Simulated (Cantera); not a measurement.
## Ignition delay

Mixture: CH₄ : O₂ : N₂ = 1 : 0.909 : 5.27 (molar parts), at 500000 Pa, adiabatic and at constant pressure. Ignition delay is the time to a rise of 400 K.

Cantera simulation using GRI-Mech 3.0 (53 species, 325 reactions); the numbers are that mechanism's predictions, not measurements.

```tsv
T0 (K)	delay (ms)
1250	12.4
1300	6.81
1350	3.82
1400	2.17
1450	1.26
1500	0.738
```

- apparent activation energy between 1400 and 1500 K: 190 kJ/mol
